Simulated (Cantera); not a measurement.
Ammonia decomposition in nitride growth gas

An isothermal, constant-pressure homogeneous reactor starts with NH3 : H2 = 1 : 0.62 (molar parts), at 1800 K and 0.0286 atm.

Detailed kinetics in Cantera: the gas-phase N/H chemistry of the illustrative SiF4/NH3 mechanism in the Surface Chemkin manual (1991). Walls and surfaces, which speed up NH3 decomposition in real reactors, are not modelled.

| t (s) | x NH3 | x H2 | x NH | x N2H4 | x NH2 | x H |
|---|---|---|---|---|---|---|
| 3.00e-6 | 0.617 | 0.383 | <1e-12 | <1e-12 | 6.17e-8 | 3.90e-8 |
| 1.72e-5 | 0.617 | 0.383 | 1.58e-12 | <1e-12 | 4.37e-7 | 1.40e-7 |
| 9.85e-5 | 0.617 | 0.383 | 1.36e-10 | <1e-12 | 2.65e-6 | 6.54e-7 |
| 0.000565 | 0.617 | 0.383 | 6.31e-9 | 1.86e-11 | 1.53e-5 | 3.60e-6 |
| 0.00324 | 0.617 | 0.383 | 2.15e-7 | 6.28e-10 | 8.75e-5 | 2.03e-5 |
| 0.0185 | 0.616 | 0.383 | 3.66e-6 | 1.13e-8 | 0.000371 | 8.65e-5 |
| 0.106 | 0.606 | 0.390 | 4.42e-6 | 1.35e-8 | 0.000406 | 9.79e-5 |
| 0.609 | 0.553 | 0.427 | 4.34e-6 | 1.20e-8 | 0.000382 | 0.000110 |
| 3.49 | 0.346 | 0.570 | 3.83e-6 | 6.38e-9 | 0.000279 | 0.000172 |
| 20.0 | 0.0554 | 0.770 | 1.97e-6 | 5.05e-10 | 7.85e-5 | 0.000408 |
x: mole fraction; the columns are a selection and need not sum to one.

Equilibrium at this temperature and pressure: NH3 2.66e-7, H2 0.807, NH 1.89e-10, N2H4 <1e-12, NH2 1.68e-9, H 0.00190 (gas phase only).
